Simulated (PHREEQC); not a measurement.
1 kg of water holding 0.034 mol NaCl meets 20 L of dry gas (N2 1 by moles) at fixed total pressure, at 25 °C; fugacities by Peng-Robinson. The gases take part in no redox reaction, some water evaporates into the gas, and hydrates or a liquid gas phase aren't modelled. Precipitation was switched off in this run.

Model: ion-association model, phreeqc.dat, run in PHREEQC.

| P (atm) | dissolved N2 (mol/kgw) | φ of N2 |
|---|---|---|
| 2 | 0.00130 | 0.999 |
| 5 | 0.00327 | 0.998 |
| 10 | 0.00650 | 0.996 |
| 20 | 0.0128 | 0.992 |
| 30 | 0.0189 | … |
| 40 | 0.0249 | 0.985 |
| 50 | 0.0306 | 0.982 |
| 75 | 0.0443 | 0.976 |
| 100 | … | 0.972 |
| 150 | … | … |
| 200 | 0.102 | 0.974 |
| 300 | 0.139 | 0.998 |
| 400 | 0.171 | 1.038 |

**Question.** Some entries are withheld; supply them.

**Answer.** 
- 30, φ of N2: 0.988
- 100, dissolved N2 (mol/kgw): 0.0571
- 150, dissolved N2 (mol/kgw): 0.0806
- 150, φ of N2: 0.970

Complexes and solids missing from the database can't appear.
